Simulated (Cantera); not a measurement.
An adiabatic, constant-volume homogeneous reactor starts with CO : H₂ : CH₄ : O₂ : N₂ : H₂O = 1 : 0.56 : 0.076 : 0.941 : 3.54 : 0.09 (molar parts), equivalence ratio 0.99, at 1000 K and 310000 Pa.

Computed with Cantera and GRI-Mech 3.0 (53 species, 325 reactions).

Problem. Predict: time of steepest temperature rise; temperature at 2.00 s; equilibrium temperature; x(CO) at 2.00 s; x(H₂) at 2.00 s; x(O) at 2.00 s; x(OH) at 2.00 s; x(H) at 2.00 s.

Solution. 
* **time of steepest temperature rise**: 3.12 ms
* **temperature at 2.00 s**: 2866 K
* **equilibrium temperature**: 2866 K
* **x(CO) at 2.00 s**: 0.0592 (gas-phase equilibrium 0.0592)
* **x(H₂) at 2.00 s**: 0.00792 (gas-phase equilibrium 0.00792)
* **x(O) at 2.00 s**: 0.00385 (gas-phase equilibrium 0.00385)
* **x(OH) at 2.00 s**: 0.0151 (gas-phase equilibrium 0.0151)
* **x(H) at 2.00 s**: 0.00324 (gas-phase equilibrium 0.00324)
